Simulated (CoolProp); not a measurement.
Saturation properties of methanol.

The numbers come from the reference Helmholtz-energy equation of state, de Reuck 1993 in CoolProp.

| T (°C) | p (kPa) | liquid density (kg/m³) | vapour Z | surface tension (mN/m) | liquid viscosity (µPa s) | vapour viscosity (µPa s) |
|---|---|---|---|---|---|---|
| 105.85 | 423.9 | 704.3 | 0.8943 | 15.0 | 210 | 12.0 |
| 114.15 | 542.4 | 694.5 | 0.8796 | 14.2 | 194 | 12.2 |
| 122.45 | 686.1 | 684.2 | 0.8630 | 13.4 | 179 | 12.4 |
| 130.75 | 858.7 | 673.5 | 0.8446 | 12.5 | 165 | 12.6 |
| 139.05 | 1064 | 662.2 | 0.8240 | 11.6 | 153 | 12.8 |
| 147.35 | 1307 | 650.2 | 0.8013 | 10.7 | 141 | 13.0 |
| 155.65 | 1592 | 637.4 | 0.7764 | 9.79 | 130 | 13.2 |
| 163.95 | 1923 | 623.8 | 0.7497 | 8.84 | 120 | 13.5 |
| 172.25 | 2307 | 609.1 | 0.7219 | 7.86 | 111 | 13.7 |
| 180.55 | 2747 | 593.2 | 0.6942 | 6.87 | 102 | 14.0 |

It boils at 64.5 °C under 1 atm.

Viscosity comes from a separate model (Xiang 2006). Surface tension comes from a separate correlation (Mulero 2012).
